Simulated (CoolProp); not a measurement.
The fluid at 298.15 K and 0.0114 MPa expands adiabatically to 0.00132 MPa with isentropic efficiency 0.8. The same conditions are run with several fluids, on thermodynamics alone (safety and materials aside).

Model: reference Helmholtz-energy equation of state of each fluid (n-perfluorohexane: Gao 2022; carbonyl sulfide: Lemmon 2006; tetrahydrofuran: Fiedler 2023; ethylene: Smukala 2000), in CoolProp.

```csv
fluid,work (kJ/kg),final temperature (K),final phase,final density (kg/m³)
n-perfluorohexane,12.2,?,gas,0.190
carbonyl sulfide,?,?,gas,?
tetrahydrofuran,52.7,?,"two-phase, vapour fraction 0.991",0.0468
ethylene,122,210.2,gas,?
```

Complete the blanks.


- n-perfluorohexane, final temperature (K): 282.7
- carbonyl sulfide, work (kJ/kg): 57.1
- carbonyl sulfide, final temperature (K): 209.9
- carbonyl sulfide, final density (kg/m³): 0.0454
- tetrahydrofuran, final temperature (K): 247.2
- ethylene, final density (kg/m³): 0.0212
